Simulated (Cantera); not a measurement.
Input (Python, Cantera) and output of one run.

```python
import numpy as np
import cantera as ct

gas_names = [...]  # 151 gases of nasa_gas.yaml made of C, H, N, O, Si
cond_names = """
    C(gr) C6H6(L) C7H8(L) C8H18(L),n-octa H2O(s) H2O(L) Si(cr) Si(L) SiC(b) SiO2(Lqz) SiO2(hqz) SiO2(L)
    Si2N2O(s) Si3N4(a)
""".split()


# ... load() reads the species with a 1 bar reference pressure and builds the phases ...
atoms = {
    'SiC': {'Si': 1, 'C': 1},
    'N2O': {'N': 2, 'O': 1},
    'H2': {'H': 2},
}
top_T = {'C(gr)': 4500, 'SiC(b)': 3050, 'Si2N2O(s)': 2100, 'Si3N4(a)': 2400}  # K; cautious upper limits of use, not melting points


# ... equilibrate(T, P, feed) seeds the gas with the atoms and calls Mixture.equilibrate('TP', solver="vcs", rtol=1e-11, max_steps=5000) ...
results = []
feed = {'SiC': 1, 'N2O': 0.21, 'H2': 4.1}  # mol
P = 0.13  # Pa
for T in [1550, 1600, 1650, 1700, 1750, 1800, 1850, 1900, 1950, 2000, 2050, 2100]:
    mix = equilibrate(T, P, feed)
    results.append((T, P, feed, dict(zip(mix.species_names, mix.species_moles))))
    x = sorted(zip(gas.X, gas.species_names), reverse=True)
    print(f"T = {T:g} K  P = {P:g} Pa  gas = {mix.phase_moles(0):.4g} mol")
    print("   x: " + "  ".join(f"{s} {v:.3e}" for v, s in x if v > 0.0001))
    print("   condensed (mol): " + ("  ".join(f"{mix.phase(i).name} {mix.phase_moles(i):.4g}"
          for i in range(1, mix.n_phases) if mix.phase_moles(i) > 1e-12) or "none"))
```

It prints:

```
T = 1550 K  P = 0.13 Pa  gas = 4.599 mol
   x: H2 8.786e-01  N2 4.565e-02  H 2.589e-02  CO 2.493e-02  SiO 2.073e-02  Si 4.188e-03
   condensed (mol): SiC(b) 0.8852
T = 1600 K  P = 0.13 Pa  gas = 4.676 mol
   x: H2 8.547e-01  N2 4.489e-02  H 4.408e-02  CO 2.813e-02  SiO 1.678e-02  Si 1.131e-02
   condensed (mol): SiC(b) 0.8682
T = 1650 K  P = 0.13 Pa  gas = 4.807 mol
   x: H2 8.168e-01  H 7.201e-02  N2 4.365e-02  CO 3.372e-02  Si 2.364e-02  SiO 9.967e-03  Si2C 1.045e-04
   condensed (mol): SiC(b) 0.8371
T = 1700 K  P = 0.13 Pa  gas = 4.979 mol
   x: H2 7.667e-01  H 1.132e-01  N2 4.210e-02  CO 3.885e-02  Si 3.540e-02  SiO 3.324e-03  Si2C 2.136e-04  HCN 1.440e-04
   condensed (mol): SiC(b) 0.8046
T = 1750 K  P = 0.13 Pa  gas = 5.171 mol
   x: H2 7.069e-01  H 1.715e-01  N2 4.038e-02  CO 3.999e-02  Si 3.962e-02  SiO 6.226e-04  HCN 4.478e-04  Si2C 3.200e-04  SiC2 1.316e-04
   condensed (mol): SiC(b) 0.7875
T = 1800 K  P = 0.13 Pa  gas = 5.537 mol
   x: H2 6.166e-01  H 2.466e-01  Si 5.884e-02  CO 3.772e-02  N2 3.744e-02  HCN 9.328e-04  SiC2 8.578e-04  Si2C 6.249e-04  SiO 2.095e-04  C2H2,acetylene 1.081e-04
   condensed (mol): C(gr) 0.1107  SiC(b) 0.6609
T = 1850 K  P = 0.13 Pa  gas = 6.56 mol
   x: H2 4.635e-01  H 3.217e-01  Si 1.453e-01  CO 3.181e-02  N2 3.151e-02  SiC2 2.813e-03  Si2C 1.946e-03  HCN 9.404e-04  SiO 1.980e-04  C2H2,acetylene 1.212e-04  SiH 1.119e-04
   condensed (mol): C(gr) 0.7335
T = 1900 K  P = 0.13 Pa  gas = 7 mol
   x: H 4.248e-01  H2 3.726e-01  Si 1.373e-01  CO 2.992e-02  N2 2.945e-02  SiC2 3.474e-03  HCN 1.020e-03  Si2C 9.181e-04  C2H2,acetylene 1.423e-04
   condensed (mol): C(gr) 0.7258
T = 1950 K  P = 0.13 Pa  gas = 7.512 mol
   x: H 5.314e-01  H2 2.793e-01  Si 1.280e-01  CO 2.792e-02  N2 2.738e-02  SiC2 4.169e-03  HCN 1.054e-03  Si2C 4.348e-04  C2H2,acetylene 1.527e-04
   condensed (mol): C(gr) 0.7132
T = 2000 K  P = 0.13 Pa  gas = 8.049 mol
   x: H 6.287e-01  H2 1.943e-01  Si 1.188e-01  CO 2.607e-02  N2 2.550e-02  SiC2 4.919e-03  HCN 1.038e-03  Si2C 2.108e-04  C2H2,acetylene 1.493e-04
   condensed (mol): C(gr) 0.6965
T = 2050 K  P = 0.13 Pa  gas = 8.538 mol
   x: H 7.067e-01  H2 1.262e-01  Si 1.111e-01  CO 2.459e-02  N2 2.400e-02  SiC2 5.772e-03  HCN 9.831e-04  CN 1.450e-04  C2H2,acetylene 1.340e-04  Si2C 1.065e-04
   condensed (mol): C(gr) 0.6754
T = 2100 K  P = 0.13 Pa  gas = 8.925 mol
   x: H 7.620e-01  Si 1.051e-01  H2 7.776e-02  CO 2.353e-02  N2 2.291e-02  SiC2 6.775e-03  HCN 9.053e-04  CN 2.597e-04  C3 2.220e-04  C 1.822e-04  C2H2,acetylene 1.123e-04
   condensed (mol): C(gr) 0.6472
```

Cantera equilibrium calculation (NASA polynomials, part measured and part estimated; ideal gas, pure solids and liquids). The tables' values for SiN are old estimates; treat these amounts as uncertain.
